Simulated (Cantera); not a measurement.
What does this Cantera script print?

```python
import numpy as np
import cantera as ct

gas = ct.Solution("gri30.yaml")


def delay(T, t_max=10):
    gas.TPX = T, 500000, {'CH4': 1, 'CO': 0.064, 'O2': 1.69, 'N2': 6.37, 'CO2': 2.3}
    reactor = ct.IdealGasReactor(gas, clone=False)
    net = ct.ReactorNet([reactor])
    net.rtol, net.atol = 1e-8, 1e-16
    while net.time < t_max:
        t_old, T_old = net.time, reactor.T
        net.step()
        if reactor.T > T + 400:  # ignition: a rise of 400 K
            return t_old + (T + 400 - T_old) / (reactor.T - T_old) * (net.time - t_old)
    return np.nan


taus = []
for T in [1098, 1148, 1198, 1248, 1298, 1348, 1398]:
    taus.append(delay(T))
    print(f"T0 = {T:6g} K   tau = {taus[-1]:.4e} s")
```

It prints:

```
T0 =   1098 K   tau = 6.3517e-02 s
T0 =   1148 K   tau = 3.1335e-02 s
T0 =   1198 K   tau = 1.6094e-02 s
T0 =   1248 K   tau = 8.5479e-03 s
T0 =   1298 K   tau = 4.6721e-03 s
T0 =   1348 K   tau = 2.6167e-03 s
T0 =   1398 K   tau = 1.4965e-03 s
```

Cantera simulation using GRI-Mech 3.0 (53 species, 325 reactions); the numbers are that mechanism's predictions, not measurements.
